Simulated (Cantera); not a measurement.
## Ignition delay

Mixture: 2.66 % CH4, 13.0 % O2, 84.4 % N2, equivalence ratio 0.41, at 10.0 bar, adiabatic and at constant volume. Ignition delay is the time to a rise of 400 K.

Computed with Cantera and GRI-Mech 3.0 (53 species, 325 reactions).

| T0 (K) | delay (ms) |
|---|---|
| 1250 | 2.84 |
| 1325 | 1.22 |
| 1400 | 0.554 |
| 1475 | 0.266 |
| 1550 | 0.134 |
| 1625 | 0.0717 |
| 1700 | 0.0403 |

```json
{
 "apparent activation energy between 1550 and 1700 K": "180 kJ/mol"
}
```
